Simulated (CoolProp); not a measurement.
Vapour-liquid equilibrium of ethane (1) + n-butane (2) at 259 K; x and y are mole fractions of (1).

The numbers come from the multi-fluid Helmholtz-energy mixture model, Bücker 2006 and Bücker 2006; pair parameters Kunz 2012 in CoolProp.

```csv
x,"bubble pressure, mixture model (bar)","bubble pressure, Raoult's law (bar)","y, mixture model","y, Raoult's law"
0.05,1.261,1.389,0.547,0.600
0.2,3.405,3.801,0.847,0.877
0.35,5.667,6.214,0.918,0.939
0.5,7.997,8.627,0.950,0.966
0.65,10.38,11.04,0.969,0.981
0.8,12.88,13.45,0.983,0.991
0.95,15.64,15.87,0.996,0.998
```

The largest gap from Raoult's law is -10.4 % in bubble pressure, at x = 0.2. No azeotrope shows between x = 0.05 and 0.95.

Pair parameters are fitted to limited data, so mixtures are less certain than the pure fluids.
